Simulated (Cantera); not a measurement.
Cantera run, input and output.

```python
import numpy as np
import cantera as ct

gas = ct.Solution("h2o2.yaml")
gas.TPX = 1075, 36000, {'H2': 0.94, 'O2': 1, 'N2': 11}
reactor = ct.IdealGasConstPressureReactor(gas, energy="off", clone=False)
net = ct.ReactorNet([reactor])
net.rtol, net.atol = 1e-08, 1e-18
show = ['H2', 'O2', 'H2O', 'HO2', 'H2O2']
times = np.geomspace(8e-06, 4, 14)

steps = ct.SolutionArray(gas, extra=["t"])
rows = []
print(f"{'t/s':>10s}{'T/K':>9s}{'P/Pa':>11s}" + "".join(f"{s:>11s}" for s in show))
for t in times:
    while net.time < t:
        t_next = net.step()
        steps.append(gas.state, t=t_next)
    rows.append([np.interp(t, steps.t, y) for y in (steps.T, steps.P, *steps(*show).X.T)])
    print(f"{t:10.3e}{rows[-1][0]:9.1f}{rows[-1][1]:11.4g}" + "".join(f"{x:11.3e}" for x in rows[-1][2:]))
rate = np.gradient(steps.T, steps.t)
print("integrator steps:", len(steps.t))
if steps.T.max() > steps.T[0] + 200:
    print(f"time of steepest temperature rise: {steps.t[rate.argmax()]:.4e} s")
gas.TPX = 1075, 36000, {'H2': 0.94, 'O2': 1, 'N2': 11}
gas.equilibrate("TP")
print(f"equilibrium (TP): T = {gas.T:.1f} K  " + "  ".join(f"{s} {gas[s].X[0]:.3e}" for s in show))
```

Result:

```
       t/s      T/K       P/Pa         H2         O2        H2O        HO2       H2O2
 8.000e-06   1075.0    3.6e+04  7.264e-02  7.728e-02  5.821e-12  8.099e-11  1.524e-14
 2.195e-05   1075.0    3.6e+04  7.264e-02  7.728e-02  7.413e-11  2.315e-10  1.177e-13
 6.024e-05   1075.0    3.6e+04  7.264e-02  7.728e-02  1.079e-09  7.552e-10  9.760e-13
 1.653e-04   1075.0    3.6e+04  7.264e-02  7.728e-02  5.037e-08  8.441e-09  1.593e-11
 4.535e-04   1075.0    3.6e+04  7.206e-02  7.701e-02  4.277e-04  1.417e-05  9.274e-08
 1.245e-03   1075.0    3.6e+04  1.929e-03  4.316e-02  7.243e-02  1.258e-05  1.859e-06
 3.415e-03   1075.0    3.6e+04  2.307e-04  4.256e-02  7.508e-02  5.442e-06  8.924e-07
 9.371e-03   1075.0    3.6e+04  3.976e-05  4.251e-02  7.532e-02  1.528e-06  3.079e-07
 2.571e-02   1075.0    3.6e+04  5.341e-06  4.250e-02  7.537e-02  2.890e-07  8.831e-08
 7.056e-02   1075.0    3.6e+04  5.377e-07  4.250e-02  7.538e-02  5.025e-08  2.417e-08
 1.936e-01   1075.0    3.6e+04  6.418e-08  4.250e-02  7.538e-02  1.160e-08  7.132e-09
 5.312e-01   1075.0    3.6e+04  1.498e-08  4.250e-02  7.538e-02  3.567e-09  2.357e-09
 1.458e+00   1075.0    3.6e+04  4.711e-09  4.250e-02  7.538e-02  1.313e-09  8.326e-10
 4.000e+00   1075.0    3.6e+04  1.660e-09  4.250e-02  7.538e-02  6.515e-10  3.070e-10
integrator steps: 1723
equilibrium (TP): T = 1075.0 K  H2 4.298e-10  O2 4.250e-02  H2O 7.538e-02  HO2 5.769e-10  H2O2 6.422e-11
```

Cantera simulation using the H2/O2 subset of GRI-Mech 3.0, which has no nitrogen chemistry; the numbers are that mechanism's predictions, not measurements. The temperature is held fixed by assumption; the heat of reaction is taken as removed at once.
